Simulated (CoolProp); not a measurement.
Vapour-liquid equilibrium of ethanol (1) + benzene (2) at 406.7 K; x and y are mole fractions of (1).

Model: multi-fluid Helmholtz-energy mixture model, Schroeder 2014 and Thol 2012; pair parameters Bell 2016, in CoolProp.

```json
[
 {"x": "0.05", "bubble pressure, mixture model (bar)": "(withheld)", "bubble pressure, Raoult's law (bar)": "4.215", "y, mixture model": "(withheld)", "y, Raoult's law": "0.075"},
 {"x": "0.2", "bubble pressure, mixture model (bar)": "6.255", "bubble pressure, Raoult's law (bar)": "4.551", "y, mixture model": "(withheld)", "y, Raoult's law": "0.279"},
 {"x": "0.35", "bubble pressure, mixture model (bar)": "6.793", "bubble pressure, Raoult's law (bar)": "4.886", "y, mixture model": "0.509", "y, Raoult's law": "0.454"},
 {"x": "0.5", "bubble pressure, mixture model (bar)": "(withheld)", "bubble pressure, Raoult's law (bar)": "5.221", "y, mixture model": "(withheld)", "y, Raoult's law": "0.607"},
 {"x": "0.65", "bubble pressure, mixture model (bar)": "(withheld)", "bubble pressure, Raoult's law (bar)": "5.557", "y, mixture model": "0.643", "y, Raoult's law": "0.742"},
 {"x": "0.8", "bubble pressure, mixture model (bar)": "6.945", "bubble pressure, Raoult's law (bar)": "5.892", "y, mixture model": "(withheld)", "y, Raoult's law": "0.861"},
 {"x": "0.95", "bubble pressure, mixture model (bar)": "6.526", "bubble pressure, Raoult's law (bar)": "6.227", "y, mixture model": "0.927", "y, Raoult's law": "0.967"}
]
```

Question: Complete the blanks.

Answer: 
- 0.05, bubble pressure, mixture model (bar): 4.901
- 0.05, y, mixture model: 0.186
- 0.2, y, mixture model: 0.418
- 0.5, bubble pressure, mixture model (bar): 7.022
- 0.5, y, mixture model: 0.571
- 0.65, bubble pressure, mixture model (bar): 7.088
- 0.8, y, mixture model: 0.753

The largest gap from Raoult's law is +39.0 % in bubble pressure, at x = 0.35. y crosses x between x = 0.5 and 0.65: the model has an azeotrope there.

Pair parameters are fitted to limited data, so mixtures are less certain than the pure fluids.
